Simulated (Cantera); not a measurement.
## Catalytic stagnation flow on Pt

A jet of H₂ : O₂ : N₂ = 0.013 : 0.19 : 0.79 (molar parts), equivalence ratio 0.034 at 300 K and 0.210 bar hits a platinum plate 3.1 cm away at a mass flux of 0.029 kg/m²/s; the plate temperature is set and raised in steps from an oxygen-covered start.

Detailed kinetics in Cantera: Deutschmann's 1995 Pt surface mechanism with GRI-Mech 3.0 gas chemistry. Catalytic surfaces can have several steady states; this one follows from the mechanism file's or the stated starting coverage.

```json
[
 {"plate T (K)": "500", "wall x H₂": "0.00167", "wall x O₂": "0.179", "wall x H₂O": "0.0223", "wall x OH": "<1e-8", "θ free Pt": "0.0137", "θ O*": "0.976", "θ OH*": "0.0103"},
 {"plate T (K)": "550", "wall x H₂": "0.00167", "wall x O₂": "0.179", "wall x H₂O": "0.0221", "wall x OH": "<1e-8", "θ free Pt": "0.0145", "θ O*": "0.980", "θ OH*": "0.00586"},
 {"plate T (K)": "600", "wall x H₂": "0.00166", "wall x O₂": "0.179", "wall x H₂O": "0.0220", "wall x OH": "<1e-8", "θ free Pt": "0.0153", "θ O*": "0.981", "θ OH*": "0.00366"},
 {"plate T (K)": "650", "wall x H₂": "0.00162", "wall x O₂": "0.179", "wall x H₂O": "0.0219", "wall x OH": "<1e-8", "θ free Pt": "0.0165", "θ O*": "0.981", "θ OH*": "0.00248"},
 {"plate T (K)": "700", "wall x H₂": "0.00139", "wall x O₂": "0.179", "wall x H₂O": "0.0222", "wall x OH": "<1e-8", "θ free Pt": "0.0205", "θ O*": "0.978", "θ OH*": "0.00191"},
 {"plate T (K)": "750", "wall x H₂": "0.000956", "wall x O₂": "0.179", "wall x H₂O": "0.0229", "wall x OH": "<1e-8", "θ free Pt": "0.0324", "θ O*": "0.966", "θ OH*": "0.00175"}
]
```
x: mole fraction at the wall; θ: surface coverage.
